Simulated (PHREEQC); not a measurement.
A PHREEQC speciation (ion-association model, phreeqc.dat) at 25 °C gives pH 7.84 and these molalities:

```tsv
species	mol/kgw
Na+	0.248
SO4-2	0.108
NaSO4-	0.0321
HCO3-	0.000469
CaSO4	0.000139
Ca+2	0.000121
NaHCO3	3.11e-5
CO2	1.01e-5
NaCO3-	4.92e-6
CO3-2	4.19e-6
OH-	1.05e-6
CaHCO3+	1.97e-7
CaCO3	5.58e-8
HSO4-	4.91e-8
```

Question: What are the element totals, and what could have been dissolved in 1 kg of water to give them?

Answer: Several could match; the one computed here: totals C(4) 0.000520, Ca 0.000260, Na 0.280, S(6) 0.140 mol/kgw, from 0.00026 mol/kgw Ca(HCO3)2 and 0.14 mol/kgw Na2SO4.

No solid was allowed to form.
